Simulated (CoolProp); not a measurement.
Values from CoolProp's reference Helmholtz-energy equation of state, Lemmon 2006. It is a short technical equation, of lower accuracy than the large ones.

Q: For carbon monoxide, give the phase and the cv (kJ/(kg K)), expansivity (1/kK) at 175 K and 64.7 bar.

A: 
- 175 K and 64.7 bar: supercritical; cv 0.828, expansivity 14.4
